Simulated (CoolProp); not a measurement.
Model: reference Helmholtz-energy equation of state, Lemmon 2016, in CoolProp.

### Question
Give the vapour pressure (MPa), liquid cp (kJ/(kg K)), surface tension (mN/m) of saturated R227EA at 326.1 K.

### Answer
```csv
T (K),p (MPa),liquid cp (kJ/(kg K)),surface tension (mN/m)
326.1,0.988,1.30,3.99
```

Surface tension comes from a separate correlation (Mulero 2012).
